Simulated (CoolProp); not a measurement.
The fluid at 293.15 K and 0.117 MPa (gas) is heated at constant pressure to 318.3 K. The same conditions are run with several fluids, on thermodynamics alone (safety and materials aside).

The numbers come from the reference Helmholtz-energy equation of state of each fluid (R114: Platzer 1990; CH3F (R41): Lemmon 2006; C3F8 (R218): Lemmon 2006; R13: Platzer 1990; R134a: Tillner-Roth 1994) in CoolProp. The equations of Platzer and Polt are older, rougher fits.

Task: Rank R114, CH3F (R41), C3F8 (R218), R13, R134a by heat (kJ/kg), highest first.

Result: CH3F (R41) (28.5), R134a (21.8), C3F8 (R218) (20.3), R114 (17.8), R13 (16.5)

```csv
fluid,final density (kg/m³)
R114,7.78
CH3F (R41),1.52
C3F8 (R218),8.48
R13,4.66
R134a,4.60
```
